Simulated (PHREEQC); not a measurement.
Dissolve 5.4 mmol/kgw NaH2PO4, 19 mmol/kgw NaOH and 0.15 mmol/kgw NiSO4 at 25 °C. Closed to the air; pH follows from the charge balance.

Computed with PHREEQC (ion-association model, wateq4f.dat).

This is a speciation only: nothing precipitates in the calculation.

Q: What pH, ionic strength does the model give?

A: pH 11.95; ionic strength 0.0349 mol/kgw.

Q: In which forms is P present?

A: HPO4-2 51 %, PO4-3 47 %, NaHPO4- 1.2 % of the P.

Examples of supersaturated solids here: Ni(OH)2. Others may be too. H3PO4, which wateq4f.dat lacks, is added to it with the constant of phreeqc.dat. The database has no phosphate complexes of Ni.
